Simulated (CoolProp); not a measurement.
Dimethyl carbonate along the isobar 862 kPa: fugacity coefficient from the reference equation and from simpler models built on Tc = 283.9 °C, pc = 4909 kPa, ω = 0.346; each cubic takes its own stable root.

Computed with CoolProp (reference Helmholtz-energy equation of state, Zhou 2011).

```json
[
 {"T (°C)": "144.85", "phase": "liquid", "reference": "0.4818"},
 {"T (°C)": "153.85", "phase": "liquid", "reference": "0.5808"},
 {"T (°C)": "162.95", "phase": "liquid", "reference": "0.6940"},
 {"T (°C)": "171.95", "phase": "liquid", "reference": "0.8192"},
 {"T (°C)": "180.95", "phase": "gas", "reference": "0.8843"},
 {"T (°C)": "189.95", "phase": "gas", "reference": "0.8914"},
 {"T (°C)": "199.05", "phase": "gas", "reference": "0.8981"},
 {"T (°C)": "208.05", "phase": "gas", "reference": "0.9041"},
 {"T (°C)": "217.05", "phase": "gas", "reference": "0.9097"},
 {"T (°C)": "226.05", "phase": "gas", "reference": "0.9148"},
 {"T (°C)": "235.15", "phase": "gas", "reference": "0.9196"},
 {"T (°C)": "244.15", "phase": "gas", "reference": "0.9240"},
 {"T (°C)": "253.15", "phase": "gas", "reference": "0.9281"},
 {"T (°C)": "262.15", "phase": "gas", "reference": "0.9319"},
 {"T (°C)": "271.25", "phase": "gas", "reference": "0.9355"}
]
```

How far does each simpler model (Redlich-Kwong, Peng-Robinson) lie from the reference over these 15 states: mean and median of the absolute difference, and the worst?


- Redlich-Kwong: mean 10.2 %, median 0.7 %, worst +60.8 % at 144.85 °C and 862 kPa
- Peng-Robinson: mean 0.6 %, median 0.7 %, worst -0.9 % at 189.95 °C and 862 kPa

At some of these states Redlich-Kwong gives the other phase, because its saturation line lies elsewhere.
